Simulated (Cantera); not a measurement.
A freely propagating, adiabatic, planar premixed flame of 28.4 % CO, 0.908 % H₂, 1.42 % CH₄, 14.6 % O₂, 54.8 % N₂, unburnt at 650 K and 0.670 bar; mixture-averaged transport, grid criteria slope 0.08 and curve 0.16, no radiation.

Computed with Cantera and GRI-Mech 3.0 (53 species, 325 reactions). Burning velocities carry a grid error of a few per cent, more on coarse grids.

Problem. Predict: laminar burning velocity; thermal thickness; peak x(CH₃); peak x(HCO).

Solution. 
```json
{
  "laminar_burning_velocity": "234 cm/s",
  "thermal_thickness": "0.920 mm",
  "peak x(CH₃)": "0.000116",
  "peak x(HCO)": "1.17e-5"
}
```
